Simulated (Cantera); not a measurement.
A Cantera script and its output.

```python
import numpy as np
import cantera as ct

gas = ct.Solution("gri30.yaml")
gas.TPX = 1273, 78000, {'N2O': 1, 'O2': 0.2}
reactor = ct.IdealGasConstPressureReactor(gas, energy="off", clone=False)
net = ct.ReactorNet([reactor])
net.rtol, net.atol = 1e-08, 1e-18
show = ['N2O', 'O2', 'NO', 'O', 'N2', 'NO2']
times = np.geomspace(0.0007, 9, 13)

steps = ct.SolutionArray(gas, extra=["t"])
rows = []
print(f"{'t/s':>10s}{'T/K':>9s}{'P/Pa':>11s}" + "".join(f"{s:>11s}" for s in show))
for t in times:
    while net.time < t:
        t_next = net.step()
        steps.append(gas.state, t=t_next)
    rows.append([np.interp(t, steps.t, y) for y in (steps.T, steps.P, *steps(*show).X.T)])
    print(f"{t:10.3e}{rows[-1][0]:9.1f}{rows[-1][1]:11.4g}" + "".join(f"{x:11.3e}" for x in rows[-1][2:]))
rate = np.gradient(steps.T, steps.t)
print("integrator steps:", len(steps.t))
if steps.T.max() > steps.T[0] + 200:
    print(f"time of steepest temperature rise: {steps.t[rate.argmax()]:.4e} s")
gas.TPX = 1273, 78000, {'N2O': 1, 'O2': 0.2}
gas.equilibrate("TP")
print(f"equilibrium (TP): T = {gas.T:.1f} K  " + "  ".join(f"{s} {gas[s].X[0]:.3e}" for s in show))
```

It prints:

```
       t/s      T/K       P/Pa        N2O         O2         NO          O         N2        NO2
 7.000e-04   1273.0    7.8e+04  8.319e-01  1.670e-01  1.330e-04  5.089e-06  9.158e-04  5.540e-08
 1.540e-03   1273.0    7.8e+04  8.303e-01  1.674e-01  2.938e-04  5.087e-06  2.017e-03  2.581e-07
 3.388e-03   1273.0    7.8e+04  8.266e-01  1.683e-01  6.453e-04  5.083e-06  4.430e-03  1.140e-06
 7.454e-03   1273.0    7.8e+04  8.186e-01  1.703e-01  1.409e-03  5.072e-06  9.686e-03  4.537e-06
 1.640e-02   1273.0    7.8e+04  8.014e-01  1.745e-01  3.047e-03  5.045e-06  2.100e-02  1.522e-05
 3.608e-02   1273.0    7.8e+04  7.654e-01  1.834e-01  6.462e-03  4.980e-06  4.474e-02  4.123e-05
 7.937e-02   1273.0    7.8e+04  6.937e-01  2.011e-01  1.317e-02  4.836e-06  9.195e-02  9.363e-05
 1.746e-01   1273.0    7.8e+04  5.660e-01  2.327e-01  2.484e-02  4.529e-06  1.762e-01  1.852e-04
 3.842e-01   1273.0    7.8e+04  3.795e-01  2.795e-01  4.085e-02  3.896e-06  2.998e-01  3.126e-04
 8.452e-01   1273.0    7.8e+04  1.830e-01  3.300e-01  5.520e-02  2.739e-06  4.313e-01  4.317e-04
 1.859e+00   1273.0    7.8e+04  5.311e-02  3.652e-01  6.104e-02  1.210e-06  5.201e-01  5.006e-04
 4.091e+00   1273.0    7.8e+04  6.337e-03  3.789e-01  6.108e-02  2.312e-07  5.531e-01  6.311e-04
 9.000e+00   1273.0    7.8e+04  9.113e-05  3.807e-01  6.070e-02  7.771e-08  5.576e-01  8.642e-04
integrator steps: 888
equilibrium (TP): T = 1273.0 K  N2O 2.062e-08  O2 4.116e-01  NO 4.022e-04  O 7.863e-08  N2 5.880e-01  NO2 6.018e-06
```

Computed with Cantera and GRI-Mech 3.0 (53 species, 325 reactions). GRI-Mech 3.0 was tuned for natural gas; its chemistry of N2O as a main component is partial and can be far from experiment. The mechanism lacks the step 2 NO + O2 → 2 NO2, which can matter for NO2 below about 1400 K. The temperature is held fixed by assumption; the heat of reaction is taken as removed at once.
